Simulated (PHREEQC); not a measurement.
Dissolve 36 mmol/kgw NaHSO4, 2.7 mmol/kgw Mg(NO3)2 and 0.27 mmol/kgw KBr at 90 °C. Closed to the air; pH follows from the charge balance.

Equilibrium calculation in PHREEQC: ion-association model, phreeqc.dat.

Precipitation was switched off in this run.

**Question.** What pH, ionic strength, specific conductance does the model give?

**Answer.** pH 2.01; ionic strength 0.0599 mol/kgw; specific conductance 21300 µS/cm.

**Question.** In which forms is Mg present?

**Answer.** MgSO4 58 %, Mg+2 42 % of the Mg.

Away from 25 °C the constants follow the database's enthalpies or fits; those with neither stay at their 25 °C values.
